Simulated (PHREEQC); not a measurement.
Dissolve 0.24 mol ZnCl2, 0.023 mol Na2SO4 and 0.025 mol FeSO4 per kg of water at 25 °C. Closed to the air; pH follows from the charge balance.

The numbers come from PHREEQC with the ion-association model, phreeqc.dat.

```
Quantity                  Result
-----------------  -------------
pH                          4.89
ionic strength     0.675 mol/kgw
activity of water          0.987
density              1.032 g/cm³
```

```csv
species,molality,activity,log γ
Cl-,0.416,0.262,-0.200
Zn+2,0.169,0.0328,-0.713
Na+,0.0452,0.0324,-0.144
ZnCl+,0.0368,0.0231,-0.202
ZnSO4,0.0220,0.0256,0.068
Fe+2,0.0204,0.00467,-0.640
SO4-2,0.0184,0.00334,-0.740
ZnCl2,0.00544,0.00636,0.068
ZnCl3-,0.00298,0.00187,-0.202
FeSO4,0.00237,0.00277,0.068
FeCl+,0.00226,0.00169,-0.127
Zn(SO4)2-2,0.00224,0.000697,-0.507
ZnCl4-2,0.00127,0.000246,-0.713
NaSO4-,0.000804,0.000543,-0.171
ZnOHCl,1.89e-5,2.20e-5,0.068
```

No solid was allowed to form.
